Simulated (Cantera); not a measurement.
Feed: 1 mol SO₂, a varied amount of O₂, 40 mol N₂, at 2448.15 K and 5.40 Torr.

These are equilibrium values from Cantera (NASA tables, ideal gas, pure condensed phases), not measurements of a reactor. Candidate condensed phases: S; 17 gas species. Equilibrium is a limit: real reactors are often held back by kinetics, nucleation or transport.

**Question.** At 1.4 mol O₂, list the 4 most abundant gas species with their mole fractions, and the condensed phases.

**Answer.** N₂ 0.927, O₂ 0.0223, O 0.0197, SO₂ 0.0172. Condensed: gas only.
